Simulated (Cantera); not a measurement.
What does this Cantera script print?

```python
import numpy as np
import cantera as ct

gas = ct.Solution("gri30.yaml")


def delay(T, t_max=10):
    gas.TPX = T, 550000, {'C2H4': 1, 'O2': 2.31, 'N2': 15, 'CO2': 1.7}
    reactor = ct.IdealGasReactor(gas, clone=False)
    net = ct.ReactorNet([reactor])
    net.rtol, net.atol = 1e-8, 1e-16
    while net.time < t_max:
        t_old, T_old = net.time, reactor.T
        net.step()
        if reactor.T > T + 400:  # ignition: a rise of 400 K
            return t_old + (T + 400 - T_old) / (reactor.T - T_old) * (net.time - t_old)
    return np.nan


taus = []
for T in [1225, 1275, 1325, 1375, 1425, 1475, 1525]:
    taus.append(delay(T))
    print(f"T0 = {T:6g} K   tau = {taus[-1]:.4e} s")
```

Result:

```
T0 =   1225 K   tau = 5.7671e-04 s
T0 =   1275 K   tau = 1.7199e-04 s
T0 =   1325 K   tau = 5.8769e-05 s
T0 =   1375 K   tau = 2.7547e-05 s
T0 =   1425 K   tau = 1.6744e-05 s
T0 =   1475 K   tau = 1.1656e-05 s
T0 =   1525 K   tau = 8.7579e-06 s
```

Cantera simulation using GRI-Mech 3.0 (53 species, 325 reactions); the numbers are that mechanism's predictions, not measurements. GRI-Mech 3.0 was tuned for natural gas; its chemistry of ethylene as a main component is partial and can be far from experiment.
